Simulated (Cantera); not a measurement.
A freely propagating, adiabatic, planar premixed flame of H₂ : O₂ : N₂ = 1 : 0.658 : 2.04 (molar parts), unburnt at 325 K and 1.00 bar; mixture-averaged transport, grid criteria slope 0.08 and curve 0.16, no radiation.

Model: the H2/O2 subset of GRI-Mech 3.0, which has no nitrogen chemistry, integrated in Cantera. Burning velocities carry a grid error of a few per cent, more on coarse grids.

Task: What does this change do: 0.1 parts H2O added?

Result: 
```
quantity                    before     after
------------------------  --------  --------
laminar burning velocity  233 cm/s  213 cm/s
thermal thickness         0.326 mm  0.318 mm
peak x(H)                   0.0302    0.0258
peak x(HO₂)               0.000527  0.000557
peak x(H₂O₂)              0.000108  0.000109
```

Task: What does this change do: inlet temperature 325 to 523 K?

Result: 
| quantity | before | after |
|---|---|---|
| laminar burning velocity | 233 cm/s | 543 cm/s |
| thermal thickness | 0.326 mm | 0.402 mm |
| peak x(H) | 0.0302 | 0.0420 |
| peak x(HO₂) | 0.000527 | 0.000401 |
| peak x(H₂O₂) | 0.000108 | 3.28e-5 |
